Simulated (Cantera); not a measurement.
Feed: 1 mol Si, a varied amount of F₂, 12 mol H₂, held at 725 °C and 7.60e-5 bar.

These are equilibrium values from Cantera (NASA tables, ideal gas, pure condensed phases), not measurements of a reactor. Candidate condensed phases: Si; 25 gas species. Equilibrium is a limit: real reactors are often held back by kinetics, nucleation or transport.

**Question.** Which condensed phases are stable at each of these points (n(F₂) (mol)): 0.52, 0.66, 0.83, 1, 1.3, 1.7, 2.1, 2.6, 3.3, 4.2, 5.3, 6.6, 8.4?

**Answer.** 
```csv
n(F₂) (mol),condensed phases,Si condensed (%)
0.52,Si(s),73.7
0.66,Si(s),66.7
0.83,Si(s),58.1
1,Si(s),49.6
1.3,Si(s),34.5
1.7,Si(s),14.4
2.1,gas only,0.0
2.6,gas only,0.0
3.3,gas only,0.0
4.2,gas only,0.0
5.3,gas only,0.0
6.6,gas only,0.0
8.4,gas only,0.0
```

From 0.52 mol F₂ to 1.7 mol F₂ the condensed part is Si(s). From 2.1 mol F₂ to 8.4 mol F₂ nothing is condensed.
